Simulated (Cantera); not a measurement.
Feed: 1 mol Al(CH3)3, 1.9 mol H2O, 500 mol N2, held at 2200 K and 17.0 mbar.

These are equilibrium values from Cantera (NASA tables, ideal gas, pure condensed phases), not measurements of a reactor. Candidate condensed phases: Al, AlN, Al2O3, C, C6H6, C7H8, C8H18, H2O; 148 gas species. The feed counts by its element totals alone. Equilibrium is a limit: real reactors are often held back by kinetics, nucleation or transport.

Base state: N2 0.979, H2 0.00939, H 0.00419, CO 0.00372, Al 0.00195, HCN 0.00194, HNC 0.000153, CN 3.08e-5 (mole fractions); condensed: gas only.

**Question.** What changes in the equilibrium state with this change: temperature from 2200 K to 1725 K?

**Answer.** 
```csv
species,before,after
N2,0.979,0.983
H2,0.00939,0.0123
CO,0.00372,0.00374
H,0.00419,0.000158
Al,0.00195,2.17e-5
CN,3.08e-5,6.64e-8
HNC,0.000153,1.47e-5
C2H2 (acetylene),1.09e-5,1.13e-6
HCN,0.00194,0.000461
"AlN(s), mol",0,0.989
"C(graphite), mol",0,0.857
```
